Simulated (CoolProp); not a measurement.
Vapour-liquid equilibrium of cyclopentane (1) + octamethylcyclotetrasiloxane (D4) (2) at 432.9 K; x and y are mole fractions of (1).

The numbers come from the multi-fluid Helmholtz-energy mixture model, Gedanitz 2015 and Thol 2015; pair parameters Bell 2016 in CoolProp.

```json
[
 {"x": "0.05", "bubble pressure, mixture model (kPa)": "(withheld)", "bubble pressure, Raoult's law (kPa)": "132.6", "y, mixture model": "(withheld)", "y, Raoult's law": "0.525"},
 {"x": "0.2", "bubble pressure, mixture model (kPa)": "222.2", "bubble pressure, Raoult's law (kPa)": "331.6", "y, mixture model": "0.738", "y, Raoult's law": "0.840"},
 {"x": "0.35", "bubble pressure, mixture model (kPa)": "(withheld)", "bubble pressure, Raoult's law (kPa)": "530.6", "y, mixture model": "0.864", "y, Raoult's law": "0.919"},
 {"x": "0.5", "bubble pressure, mixture model (kPa)": "545.8", "bubble pressure, Raoult's law (kPa)": "729.6", "y, mixture model": "(withheld)", "y, Raoult's law": "0.955"},
 {"x": "0.65", "bubble pressure, mixture model (kPa)": "759.3", "bubble pressure, Raoult's law (kPa)": "928.6", "y, mixture model": "(withheld)", "y, Raoult's law": "0.975"},
 {"x": "0.8", "bubble pressure, mixture model (kPa)": "1013", "bubble pressure, Raoult's law (kPa)": "1128", "y, mixture model": "(withheld)", "y, Raoult's law": "0.988"},
 {"x": "0.95", "bubble pressure, mixture model (kPa)": "1299", "bubble pressure, Raoult's law (kPa)": "1327", "y, mixture model": "(withheld)", "y, Raoult's law": "0.998"}
]
```

Fill in the missing entries.


- 0.05, bubble pressure, mixture model (kPa): 101.5
- 0.05, y, mixture model: 0.363
- 0.35, bubble pressure, mixture model (kPa): 368.6
- 0.5, y, mixture model: 0.925
- 0.65, y, mixture model: 0.960
- 0.8, y, mixture model: 0.983
- 0.95, y, mixture model: 0.997

The largest gap from Raoult's law is -33.0 % in bubble pressure, at x = 0.2. No azeotrope shows between x = 0.05 and 0.95.

Pair parameters are fitted to limited data, so mixtures are less certain than the pure fluids.
